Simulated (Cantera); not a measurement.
A closed system holds: 1 mol Si, 0.75 mol H2, equilibrated at 1473 K and 75.0 Torr.

Cantera equilibrium calculation (NASA polynomials, part measured and part estimated; ideal gas, pure solids and liquids). Candidate condensed phases: Si; 9 gas species. Rates play no part.

Base state: H2 1.000, H 4.00e-5 (mole fractions); condensed: Si(s).

Q: What changes in the equilibrium state with this change: 0.047 mol H2O added?

A: 
| species | before | after |
|---|---|---|
| H2 | 1.000 | 0.997 |
| SiO | 0 | 0.00314 |
| H | 4.00e-5 | 3.99e-5 |
| Si(s), mol | 1.000 | 0.975 |
| SiO2(β-quartz), mol | 0 | 0.0222 |
Mutual solubility and eutectic melting of coexisting phases are not modelled. The tables hold silica as quartz up to 1696 K and as liquid above; real silica turns to tridymite and cristobalite and melts near 1996 K. Further candidate phases: H2O, SiO2.
